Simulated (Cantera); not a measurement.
Ignition delay

Mixture: CH4 : CO : O2 : N2 = 1 : 0.052 : 2.03 : 7.62 (molar parts), equivalence ratio 1.00, at 10.0 bar, adiabatic and at constant pressure. Ignition delay is the time to a rise of 400 K.

Computed with Cantera and GRI-Mech 3.0 (53 species, 325 reactions).

| T0 (K) | delay (ms) |
|---|---|
| 1150 | 9.77 |
| 1200 | 5.08 |
| 1250 | 2.75 |
| 1300 | 1.53 |
| 1350 | 0.879 |
| 1400 | 0.516 |
| 1450 | 0.310 |

```json
{
 "apparent activation energy between 1350 and 1450 K": "170 kJ/mol"
}
```
